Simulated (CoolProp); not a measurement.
A closed Brayton cycle with carbon dioxide: compressor inlet 321.15 K and 8.4 MPa, high pressure 24.6 MPa, turbine inlet 690 K, compressor efficiency 0.8, turbine efficiency 0.85, recuperator effectiveness 0.9 (on enthalpy, no pinch check). Each further row changes one setting.

Computed with CoolProp (reference Helmholtz-energy equation of state, Span 1996).

```
case                           thermal efficiency (%)  net work (kJ/kg)  compressor to turbine work  compressor exit (K)  turbine exit (K)
-----------------------------  ----------------------  ----------------  --------------------------  -------------------  ----------------
as stated                                        24.3              51.3                        0.52                408.1             579.6
turbine inlet 640 K                                 …                 …                        0.57                408.1                 …
compressor inlet 331.15 K                        21.7              42.8                        0.60                427.3             579.6
high pressure 20.9 MPa                           24.3              47.0                           …                    …                 …
recuperator effectiveness 0.5                    17.7              51.3                        0.52                408.1             579.6
```

Problem. Fill in the missing entries.

Solution. 
- turbine inlet 640 K, thermal efficiency (%): 21.2
- turbine inlet 640 K, net work (kJ/kg): 41.4
- turbine inlet 640 K, turbine exit (K): 533.4
- high pressure 20.9 MPa, compressor to turbine work: 0.49
- high pressure 20.9 MPa, compressor exit (K): 394.4
- high pressure 20.9 MPa, turbine exit (K): 596.1
